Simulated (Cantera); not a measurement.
**Roasting and sulfation: Fe₂O₃ + SO₃ + N₂**

Charge: 1 mol Fe₂O₃, 0.14 mol SO₃, 6.9 mol N₂, at 627 °C and 55.0 mbar.

Cantera equilibrium calculation (NASA polynomials, part measured and part estimated; ideal gas, pure solids and liquids). Candidate condensed phases: Fe, FeO, FeS, FeSO₄, FeS₂, Fe₂O₃, Fe₂(SO₄)₃, Fe₃O₄, S; 19 gas species. The numbers say what is thermodynamically allowed, not how fast it happens.

| Property | Value |
|---|---|
| x(N₂) | 0.972 |
| x(SO₂) | 0.0172 |
| x(O₂) | 0.00861 |
| x(SO₃) | 0.00250 |
| x(NO) | 2.07e-6 |
| n(Fe₂O₃(s)) | 1.00 mol |
| gas amount | 7.101 mol |
| log10 activity of FeSO₄(s) (absent) | -2.59 |
| log10 activity of Fe(α) (absent) | -14.52 |
| log10 activity of S(l) (absent) | -16.93 |
